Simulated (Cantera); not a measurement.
Feed: 1 mol SiH2Cl2, 0.45 mol C2H4, 3.4 mol H2, held at 4000 Pa.

Points: T (K) = 950, 1100, 1250, 1400, 1550, 1700, 1850, 2000, 2150, 2300, 2450, 2600.

Cantera's Mixture.equilibrate('TP', solver="vcs", rtol=1e-11, max_steps=5000) on the NASA tables stopped like this:

```
ERROR: FAILURE its = 5001!

*******************************************************************************
CanteraError thrown by MultiPhase::equilibrate:
VCS solver failed. Return code: -1
*******************************************************************************
```

What got this run through?

One answer among several that fit: The failure is numerical, not chemical. The same input converged with solver="gibbs", rtol=1e-10, max_steps=50000, and the result passed a check of the equilibrium conditions:
```
log10 of partial pressures in bar; condensed amounts in mol
       T/K        H2       HCL         H        Si     SiCL4        CL     SiCL2      SiC2     C(gr)    SiC(b)
       950    -1.479    -2.362    -9.994   -20.593    -2.653   -10.898    -6.670   -26.629    0.2146    0.6581
      1100    -1.519    -2.069    -8.347   -16.689    -2.968    -8.945    -5.373   -21.497   0.07188    0.8231
      1250    -1.540    -1.978    -7.086   -13.304    -3.319    -7.592    -4.239   -18.030         0    0.8995
      1400    -1.548    -1.957    -6.087   -10.653    -3.809    -6.580    -3.465   -15.311         0    0.8999
      1550    -1.552    -1.946    -5.278    -8.930    -4.640    -5.769    -3.268   -12.716         0    0.8999
      1700    -1.554    -1.944    -4.608    -7.612    -5.452    -5.108    -3.224   -10.488         0    0.8998
      1850    -1.555    -1.945    -4.046    -6.524    -6.153    -4.555    -3.207    -8.614         0     0.899
      2000    -1.557    -1.950    -3.567    -5.585    -6.747    -4.088    -3.187    -7.042         0    0.8942
      2150    -1.561    -1.969    -3.155    -4.686    -7.218    -3.699    -3.107    -5.788   0.01558    0.8666
      2300    -1.573    -2.002    -2.801    -3.874    -7.645    -3.373    -3.031    -4.734   0.04739    0.8069
      2450    -1.604    -2.058    -2.499    -3.162    -8.084    -3.102    -3.000    -3.812    0.1413    0.6157
      2600    -1.681    -2.149    -2.256    -2.624    -8.626    -2.879    -3.095    -3.090    0.3819         0
```

The gas is ideal and each condensed phase is pure. The tables' values for SiCl, SiCl3 are old estimates; treat these amounts as uncertain. Gases not in the tables: Si2H6 and higher silanes.
